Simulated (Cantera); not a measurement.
A closed system holds: 1 mol n-butane, 28 mol H2, 24 mol N2, a varied amount of CO2, held at 2850 K and 0.133 bar.

These are equilibrium values from Cantera (NASA tables, ideal gas, pure condensed phases), not measurements of a reactor. Candidate condensed phases: C, C6H6, C7H8, C8H18, H2O; 136 gas species. Equilibrium is a limit: real reactors are often held back by kinetics, nucleation or transport.

Problem. At 1.7 mol CO2, list the 4 most abundant gas species with their mole fractions, and the condensed phases.

Solution. H2 0.399, N2 0.349, H 0.168, CO 0.0515. Condensed: gas only.
